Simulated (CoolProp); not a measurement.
The numbers come from the reference Helmholtz-energy equation of state, Setzmann 1991 in CoolProp.

**Question.** For methane, give the phase and the speed of sound (m/s), Joule-Thomson coefficient (K/MPa), conductivity (mW/(m K)) at 472.9 K and 4.7 MPa.

**Answer.** 
- 472.9 K and 4.7 MPa: supercritical; speed of sound 555, Joule-Thomson coefficient 1.29, conductivity 65.2

Thermal conductivity comes from a separate model (Friend 1989).
